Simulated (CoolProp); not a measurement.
Model: reference Helmholtz-energy equation of state, McLinden 2015, in CoolProp.

**Question.** Give the vapour pressure (MPa), liquid density (kg/m³), vapour density (kg/m³), enthalpy of vaporisation (kJ/kg) of saturated the fluoroketone C6F12O (FK-5-1-12) at 303.2 K.

**Answer.** 
```json
[
 {"T (K)": "303.2", "p (MPa)": "0.0498", "liquid density (kg/m³)": "1590", "vapour density (kg/m³)": "6.49", "enthalpy of vaporisation (kJ/kg)": "93.4"}
]
```
